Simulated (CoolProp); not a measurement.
Values from CoolProp's reference Helmholtz-energy equation of state, Lemmon 2005.

Question: For R125, give the phase and the Z, isothermal compressibility (1/MPa), viscosity (µPa s), Prandtl number at 36.75 °C and 14500 kPa; 36.75 °C and 18100 kPa; 36.75 °C and 32600 kPa.

Answer: 
- 36.75 °C and 14500 kPa: liquid; Z 0.534, isothermal compressibility 0.00569, viscosity 175, Prandtl number 3.20
- 36.75 °C and 18100 kPa: liquid; Z 0.654, isothermal compressibility 0.00478, viscosity 187, Prandtl number 3.24
- 36.75 °C and 32600 kPa: liquid; Z 1.12, isothermal compressibility 0.00298, viscosity 232, Prandtl number 3.44

Viscosity comes from a separate model (Huber 2006). Thermal conductivity comes from a separate model (Perkins 2006).
